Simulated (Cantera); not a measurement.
What does this Cantera script print?

```python
import numpy as np
import cantera as ct

gas_names = """
    CL CL2 H HCL H2 Si SiCL SiCL2 SiCL3 SiCL4 SiH SiHCL3 SiH2 SiH2CL2 SiH3 SiH3CL SiH4 Si2 Si3
""".split()
cond_names = """
    Si(cr) Si(L)
""".split()


def load(file, names, dense=False):
    # The tables refer to 1 bar. Condensed volumes are neglected.
    table = {s.name: s for s in ct.Species.list_from_file(file)}
    out = []
    for n in names:
        d = dict(table[n].input_data)
        d["thermo"] = dict(d["thermo"], **{"reference-pressure": 1e5})
        if dense:
            d["equation-of-state"] = {"model": "constant-volume", "density": "1e6 g/cm^3"}
        out.append(ct.Species.from_dict(d))
    return out


gas = ct.Solution(thermo="ideal-gas", species=load("nasa_gas.yaml", gas_names))
cond = {s.name: ct.Solution(thermo="fixed-stoichiometry", species=[s], name=s.name)
        for s in load("nasa_condensed.yaml", cond_names, dense=True)}
atoms = {
    'Si': {'Si': 1},
    'Cl2': {'CL': 2},
    'H2': {'H': 2},
}
top_T = {}  # K; cautious upper limits of use, not melting points


def equilibrate(T, P, feed):
    n = {}
    for name, mol in feed.items():
        for a, k in atoms[name].items():
            n[a] = n.get(a, 0.0) + k * mol
    gas.TPX = T, P, n
    mass = sum(n.values()) * gas.mean_molecular_weight
    gas.equilibrate("TP")
    valid = [c for c in cond.values() if c.min_temp <= T <= top_T.get(c.name, c.max_temp)]
    mix = ct.Mixture([(gas, mass / gas.mean_molecular_weight)] + [(c, 0.0) for c in valid])
    mix.T, mix.P = T, P
    mix.equilibrate("TP", solver="gibbs", rtol=1e-10, max_steps=50000)
    return mix


results = []
feed = {'Si': 1, 'Cl2': 1.4, 'H2': 1.7}  # mol
for P in [10000, 19000, 36000, 67000, 130000, 240000, 450000, 840000, 1600000, 3000000]:
    for T in [523, 623, 723, 823, 923, 1023, 1123, 1223, 1323, 1423, 1523, 1623, 1723]:
        mix = equilibrate(T, P, feed)
        results.append((T, P, feed, dict(zip(mix.species_names, mix.species_moles))))

for T, P, feed, n in results:
    print(f"{T:7g} {P:10.4g}  " + (" + ".join(c for c in cond_names if n.get(c, 0) > 1e-12) or "gas only"))
```

Output:

```
    523      1e+04  Si(cr)
    623      1e+04  Si(cr)
    723      1e+04  Si(cr)
    823      1e+04  Si(cr)
    923      1e+04  Si(cr)
   1023      1e+04  Si(cr)
   1123      1e+04  Si(cr)
   1223      1e+04  Si(cr)
   1323      1e+04  Si(cr)
   1423      1e+04  Si(cr)
   1523      1e+04  Si(cr)
   1623      1e+04  gas only
   1723      1e+04  gas only
    523    1.9e+04  Si(cr)
    623    1.9e+04  Si(cr)
    723    1.9e+04  Si(cr)
    823    1.9e+04  Si(cr)
    923    1.9e+04  Si(cr)
   1023    1.9e+04  Si(cr)
   1123    1.9e+04  Si(cr)
   1223    1.9e+04  Si(cr)
   1323    1.9e+04  Si(cr)
   1423    1.9e+04  Si(cr)
   1523    1.9e+04  Si(cr)
   1623    1.9e+04  gas only
   1723    1.9e+04  gas only
    523    3.6e+04  Si(cr)
    623    3.6e+04  Si(cr)
    723    3.6e+04  Si(cr)
    823    3.6e+04  Si(cr)
    923    3.6e+04  Si(cr)
   1023    3.6e+04  Si(cr)
   1123    3.6e+04  Si(cr)
   1223    3.6e+04  Si(cr)
   1323    3.6e+04  Si(cr)
   1423    3.6e+04  Si(cr)
   1523    3.6e+04  Si(cr)
   1623    3.6e+04  Si(cr)
   1723    3.6e+04  gas only
    523    6.7e+04  Si(cr)
    623    6.7e+04  Si(cr)
    723    6.7e+04  Si(cr)
    823    6.7e+04  Si(cr)
    923    6.7e+04  Si(cr)
   1023    6.7e+04  Si(cr)
   1123    6.7e+04  Si(cr)
   1223    6.7e+04  Si(cr)
   1323    6.7e+04  Si(cr)
   1423    6.7e+04  Si(cr)
   1523    6.7e+04  Si(cr)
   1623    6.7e+04  Si(cr)
   1723    6.7e+04  Si(L)
    523    1.3e+05  Si(cr)
    623    1.3e+05  Si(cr)
    723    1.3e+05  Si(cr)
    823    1.3e+05  Si(cr)
    923    1.3e+05  Si(cr)
   1023    1.3e+05  Si(cr)
   1123    1.3e+05  Si(cr)
   1223    1.3e+05  Si(cr)
   1323    1.3e+05  Si(cr)
   1423    1.3e+05  Si(cr)
   1523    1.3e+05  Si(cr)
   1623    1.3e+05  Si(cr)
   1723    1.3e+05  Si(L)
    523    2.4e+05  Si(cr)
    623    2.4e+05  Si(cr)
    723    2.4e+05  Si(cr)
    823    2.4e+05  Si(cr)
    923    2.4e+05  Si(cr)
   1023    2.4e+05  Si(cr)
   1123    2.4e+05  Si(cr)
   1223    2.4e+05  Si(cr)
   1323    2.4e+05  Si(cr)
   1423    2.4e+05  Si(cr)
   1523    2.4e+05  Si(cr)
   1623    2.4e+05  Si(cr)
   1723    2.4e+05  Si(L)
    523    4.5e+05  Si(cr)
    623    4.5e+05  Si(cr)
    723    4.5e+05  Si(cr)
    823    4.5e+05  Si(cr)
    923    4.5e+05  Si(cr)
   1023    4.5e+05  Si(cr)
   1123    4.5e+05  Si(cr)
   1223    4.5e+05  Si(cr)
   1323    4.5e+05  Si(cr)
   1423    4.5e+05  Si(cr)
   1523    4.5e+05  Si(cr)
   1623    4.5e+05  Si(cr)
   1723    4.5e+05  Si(L)
    523    8.4e+05  Si(cr)
    623    8.4e+05  Si(cr)
    723    8.4e+05  Si(cr)
    823    8.4e+05  Si(cr)
    923    8.4e+05  Si(cr)
   1023    8.4e+05  Si(cr)
   1123    8.4e+05  Si(cr)
   1223    8.4e+05  Si(cr)
   1323    8.4e+05  Si(cr)
   1423    8.4e+05  Si(cr)
   1523    8.4e+05  Si(cr)
   1623    8.4e+05  Si(cr)
   1723    8.4e+05  Si(L)
    523    1.6e+06  Si(cr)
    623    1.6e+06  Si(cr)
    723    1.6e+06  Si(cr)
    823    1.6e+06  Si(cr)
    923    1.6e+06  Si(cr)
   1023    1.6e+06  Si(cr)
   1123    1.6e+06  Si(cr)
   1223    1.6e+06  Si(cr)
   1323    1.6e+06  Si(cr)
   1423    1.6e+06  Si(cr)
   1523    1.6e+06  Si(cr)
   1623    1.6e+06  Si(cr)
   1723    1.6e+06  Si(L)
    523      3e+06  Si(cr)
    623      3e+06  Si(cr)
    723      3e+06  Si(cr)
    823      3e+06  Si(cr)
    923      3e+06  Si(cr)
   1023      3e+06  Si(cr)
   1123      3e+06  Si(cr)
   1223      3e+06  Si(cr)
   1323      3e+06  Si(cr)
   1423      3e+06  Si(cr)
   1523      3e+06  Si(cr)
   1623      3e+06  Si(cr)
   1723      3e+06  Si(L)
```

Cantera equilibrium calculation (NASA polynomials, part measured and part estimated; ideal gas, pure solids and liquids). The tables' values for SiCl3 are old estimates.
